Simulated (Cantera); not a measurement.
Input: 1 mol Si, 0.0011 mol O₂, 1.2 mol H₂, 0.063 mol CO₂, equilibrated at 10.0 mbar.

These are equilibrium values from Cantera (NASA tables, ideal gas, pure condensed phases), not measurements of a reactor. Candidate condensed phases: C, C₆H₆, C₇H₈, C₈H₁₈, H₂O, Si, SiC, SiO₂; 123 gas species. Mutual solubility and eutectic melting of coexisting phases are not modelled. The tables hold silica as quartz up to 1696 K and as liquid above; real silica turns to tridymite and cristobalite and melts near 1996 K. Kinetics and transport are ignored.

Task: At 1252 °C, list the 4 most abundant gas species with their mole fractions, and the condensed phases.

Result: H₂ 0.916, SiO 0.0811, CO 0.00240, H 0.000226. Condensed: Si(s) + SiC(s) + SiO₂(β-quartz).
